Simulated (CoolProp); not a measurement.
Model: reference Helmholtz-energy equation of state, Akasaka 2019, in CoolProp.

Task: Give the vapour pressure (MPa), liquid density (kg/m³), enthalpy of vaporisation (kJ/kg), liquid cp (kJ/(kg K)) of saturated R1234ze(Z) at 360.8 K.

Result: 
| T (K) | p (MPa) | liquid density (kg/m³) | enthalpy of vaporisation (kJ/kg) | liquid cp (kJ/(kg K)) |
|---|---|---|---|---|
| 360.8 | 1.03 | 1030 | 158 | 1.52 |
